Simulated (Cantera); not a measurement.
## Catalytic combustion on Pt

An isothermal plug-flow reactor at 775 K and 1.00 bar (inlet), inlet velocity 0.083 m/s, active area per volume 4700 1/m; feed CO : O2 : N2 = 0.0047 : 0.19 : 0.79 (molar parts).

Computed with Cantera and Deutschmann's 1995 Pt surface mechanism with GRI-Mech 3.0 gas chemistry. Catalytic surfaces can have several steady states; this one follows from the mechanism file's or the stated starting coverage. Mass transfer to the wall is taken as infinitely fast.

| z (m) | x CO | x O2 | x H2O | x CO2 | θ free Pt | θ O* |
|---|---|---|---|---|---|---|
| 0.00018 | 0.000994 | 0.191 | <1e-12 | 0.00379 | 0.0206 | 0.979 |
| 0.0003 | 0.000409 | 0.191 | <1e-12 | 0.00437 | 0.0201 | 0.980 |
| 0.00049 | 0.000105 | 0.191 | <1e-12 | 0.00468 | 0.0198 | 0.980 |
| 0.00082 | 1.03e-5 | 0.191 | <1e-12 | 0.00477 | 0.0198 | 0.980 |
| 0.0014 | 1.77e-7 | 0.191 | <1e-12 | 0.00478 | 0.0198 | 0.980 |
| 0.0023 | 3.22e-10 | 0.191 | <1e-12 | 0.00478 | 0.0198 | 0.980 |
| 0.0038 | <1e-12 | 0.191 | <1e-12 | 0.00478 | 0.0198 | 0.980 |
| 0.0064 | <1e-12 | 0.191 | <1e-12 | 0.00478 | 0.0198 | 0.980 |
| 0.011 | <1e-12 | 0.191 | <1e-12 | 0.00478 | 0.0198 | 0.980 |
| 0.018 | <1e-12 | 0.191 | <1e-12 | 0.00478 | 0.0198 | 0.980 |
x: gas mole fraction; θ: surface coverage.
